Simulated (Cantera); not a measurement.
**Diamond growth**

A diamond (100) surface in a fixed gas of H2 with x(CH4) = 0.0056, x(H) = 0.037, at 1073 K, 120 Torr; coverages are run to steady state.

Model: the Harris–Goodwin 1993 mechanism for the reconstructed diamond (100) surface, integrated in Cantera.

| x(CH3) | growth (µm/h) | θ c6HH | θ c6H* | θ c6*H | θ c6** | θ c6HM |
|---|---|---|---|---|---|---|
| 1e-06 | 0.115 | 0.533 | 0.0265 | 0.425 | 0.0161 | 1.11e-5 |
| 2.7e-06 | 0.312 | 0.533 | 0.0265 | 0.425 | 0.0161 | 2.98e-5 |
| 7.3e-06 | 0.843 | 0.533 | 0.0265 | 0.425 | 0.0161 | 8.07e-5 |
| 2e-05 | 2.31 | 0.533 | 0.0265 | 0.425 | 0.0161 | 0.000221 |
| 5.4e-05 | 6.23 | 0.532 | 0.0264 | 0.424 | 0.0161 | 0.000596 |
| 0.00015 | 17.3 | 0.532 | 0.0264 | 0.424 | 0.0160 | 0.00165 |
| 0.00039 | 44.7 | 0.530 | 0.0263 | 0.422 | 0.0159 | 0.00428 |
| 0.0011 | 124 | 0.524 | 0.0260 | 0.417 | 0.0157 | 0.0119 |
| 0.0029 | 317 | 0.510 | 0.0253 | 0.405 | 0.0151 | 0.0304 |
θ: site fractions in the mechanism's names (c6HH fully hydrogenated, c6H* and c6*H radical sites, c6** diradical, c6HM methylated).
